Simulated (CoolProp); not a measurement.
Properties of n-decane along the isobar 2.8 MPa.

Computed with CoolProp (reference Helmholtz-energy equation of state, Lemmon 2006). It is a short technical equation, of lower accuracy than the large ones.

```
T (°C)   phase       Z  Joule-Thomson coefficient (K/MPa)  viscosity (µPa s)  Prandtl number
------  ------  ------  ---------------------------------  -----------------  --------------
105.15  liquid  0.1899                            -0.3303                360            8.11
113.85  liquid  0.1876                            -0.3177                334            7.78
122.55  liquid  0.1854                                  …                311            7.47
131.25  liquid       …                            -0.2909                290            7.19
139.95  liquid  0.1815                            -0.2765                271            6.94
148.65  liquid  0.1798                            -0.2614                254            6.71
157.35  liquid  0.1783                            -0.2454                239            6.49
166.05  liquid  0.1768                            -0.2284                224            6.29
174.75  liquid  0.1755                            -0.2102                211            6.10
183.45  liquid  0.1744                            -0.1905                199            5.92
192.15  liquid  0.1734                            -0.1692                  …            5.75
```

Some entries are withheld; supply them.


- 122.55, Joule-Thomson coefficient (K/MPa): -0.3046
- 131.25, Z: 0.1834
- 192.15, viscosity (µPa s): 187

Viscosity comes from a separate model (Huber 2004). Thermal conductivity comes from a separate model (Huber 2005).
